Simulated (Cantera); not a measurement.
Cantera run:

```python
import numpy as np
import cantera as ct

gas_names = [...]  # 95 gases of nasa_gas.yaml made of C, F, H
cond_names = """
    C(gr) C6H6(L) C7H8(L) C8H18(L),n-octa
""".split()


# ... load() reads the species with a 1 bar reference pressure and builds the phases ...
atoms = {
    'C2F6': {'C': 2, 'F': 6},
    'H2': {'H': 2},
}
top_T = {'C(gr)': 4500}  # K; cautious upper limits of use, not melting points


# ... equilibrate(T, P, feed) seeds the gas with the atoms and calls Mixture.equilibrate('TP', solver="vcs", rtol=1e-11, max_steps=5000) ...
results = []
feed = {'C2F6': 1, 'H2': 0.082}  # mol
P = 18000  # Pa
for T in [1625, 1650, 1675, 1700, 1725, 1750, 1775, 1800, 1825, 1850, 1875]:
    mix = equilibrate(T, P, feed)
    results.append((T, P, feed, dict(zip(mix.species_names, mix.species_moles))))
    x = sorted(zip(gas.X, gas.species_names), reverse=True)
    print(f"T = {T:g} K  P = {P:g} Pa  gas = {mix.phase_moles(0):.4g} mol")
    print("   x: " + "  ".join(f"{s} {v:.3e}" for v, s in x if v > 1e-05))
    print("   condensed (mol): " + ("  ".join(f"{mix.phase(i).name} {mix.phase_moles(i):.4g}"
          for i in range(1, mix.n_phases) if mix.phase_moles(i) > 1e-12) or "none"))
```

Output:

```
T = 1625 K  P = 18000 Pa  gas = 1.624 mol
   x: CF4 8.982e-01  HF 1.010e-01  CF2 5.331e-04  CF3 1.797e-04  F 4.899e-05
   condensed (mol): C(gr) 0.5405
T = 1650 K  P = 18000 Pa  gas = 1.624 mol
   x: CF4 8.980e-01  HF 1.010e-01  CF2 7.283e-04  CF3 2.315e-04  F 6.987e-05
   condensed (mol): C(gr) 0.5403
T = 1675 K  P = 18000 Pa  gas = 1.624 mol
   x: CF4 8.976e-01  HF 1.010e-01  CF2 9.854e-04  CF3 2.960e-04  F 9.861e-05
   condensed (mol): C(gr) 0.5401
T = 1700 K  P = 18000 Pa  gas = 1.624 mol
   x: CF4 8.972e-01  HF 1.010e-01  CF2 1.321e-03  CF3 3.757e-04  F 1.378e-04
   condensed (mol): C(gr) 0.5398
T = 1725 K  P = 18000 Pa  gas = 1.625 mol
   x: CF4 8.966e-01  HF 1.009e-01  CF2 1.756e-03  CF3 4.734e-04  F 1.906e-04
   condensed (mol): C(gr) 0.5395
T = 1750 K  P = 18000 Pa  gas = 1.625 mol
   x: CF4 8.959e-01  HF 1.009e-01  CF2 2.314e-03  CF3 5.924e-04  F 2.613e-04
   condensed (mol): C(gr) 0.539
T = 1775 K  P = 18000 Pa  gas = 1.626 mol
   x: CF4 8.950e-01  HF 1.008e-01  CF2 3.025e-03  CF3 7.366e-04  F 3.550e-04
   condensed (mol): C(gr) 0.5384
T = 1800 K  P = 18000 Pa  gas = 1.627 mol
   x: CF4 8.939e-01  HF 1.008e-01  CF2 3.923e-03  CF3 9.100e-04  F 4.781e-04
   condensed (mol): C(gr) 0.5376
T = 1825 K  P = 18000 Pa  gas = 1.628 mol
   x: CF4 8.925e-01  HF 1.007e-01  CF2 5.051e-03  CF3 1.117e-03  F 6.388e-04
   condensed (mol): C(gr) 0.5367
T = 1850 K  P = 18000 Pa  gas = 1.63 mol
   x: CF4 8.907e-01  HF 1.006e-01  CF2 6.456e-03  CF3 1.364e-03  F 8.467e-04
   condensed (mol): C(gr) 0.5355
T = 1875 K  P = 18000 Pa  gas = 1.632 mol
   x: CF4 8.885e-01  HF 1.005e-01  CF2 8.195e-03  CF3 1.655e-03  F 1.114e-03
   condensed (mol): C(gr) 0.5341
```

Cantera equilibrium calculation (NASA polynomials, part measured and part estimated; ideal gas, pure solids and liquids). The feed counts by its element totals alone. Gases not in the tables: C2F6 and larger saturated fluorocarbons.
